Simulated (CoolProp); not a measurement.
A single-stage vapour-compression cycle with R1233zd(E): evaporating at 244.15 K (dew point), condensing at 298.15 K (bubble point), superheat 10 K, subcooling 5 K, compressor efficiency 0.8, no pressure losses. Each further row changes one setting.

Values from CoolProp's reference Helmholtz-energy equation of state, Akasaka 2022.

```json
[
 {"case": "as stated", "cooling COP": "3.09", "pressure ratio": "11.5", "discharge temperature (K)": "327.8", "refrigerating effect (kJ/kg)": "167", "volumetric capacity (kJ/m³)": "118"},
 {"case": "evaporating temperature 249.15 K", "cooling COP": "…", "pressure ratio": "8.69", "discharge temperature (K)": "324.7", "refrigerating effect (kJ/kg)": "…", "volumetric capacity (kJ/m³)": "156"},
 {"case": "condensing temperature 293.15 K", "cooling COP": "3.48", "pressure ratio": "…", "discharge temperature (K)": "322.1", "refrigerating effect (kJ/kg)": "173", "volumetric capacity (kJ/m³)": "122"},
 {"case": "subcooling 10 K", "cooling COP": "…", "pressure ratio": "11.5", "discharge temperature (K)": "327.8", "refrigerating effect (kJ/kg)": "173", "volumetric capacity (kJ/m³)": "122"},
 {"case": "superheat 20 K", "cooling COP": "3.10", "pressure ratio": "11.5", "discharge temperature (K)": "…", "refrigerating effect (kJ/kg)": "…", "volumetric capacity (kJ/m³)": "118"},
 {"case": "compressor efficiency 0.7", "cooling COP": "2.70", "pressure ratio": "11.5", "discharge temperature (K)": "336.9", "refrigerating effect (kJ/kg)": "167", "volumetric capacity (kJ/m³)": "118"}
]
```

What belongs in the gaps?


- evaporating temperature 249.15 K, cooling COP: 3.54
- evaporating temperature 249.15 K, refrigerating effect (kJ/kg): 171
- condensing temperature 293.15 K, pressure ratio: 9.58
- subcooling 10 K, cooling COP: 3.20
- superheat 20 K, discharge temperature (K): 338.5
- superheat 20 K, refrigerating effect (kJ/kg): 174
